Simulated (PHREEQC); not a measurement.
1 kg of water holding 0.031 mol Na2SO4, 0.023 mol NaCl and 0.03 mol KCl is evaporated at 25 °C; the solids stay in contact with the brine. No CO2 enters from the air. Only these solids could form: Arcanite, Glaserite, Halite, Mirabilite, Misenite, Sylvite, Thenardite.

The series has 28 steps of water left (kg), from 1 to 0.005012.

Model: Pitzer model, pitzer.dat, run in PHREEQC.

Q: Which solids form, in which order, and at which step of the series does each first stand?

A: Glaserite from water left = 0.02407 kg; Thenardite from water left = 0.01099 kg; Halite from water left = 0.007426 kg.

Species that the database lacks are ignored.
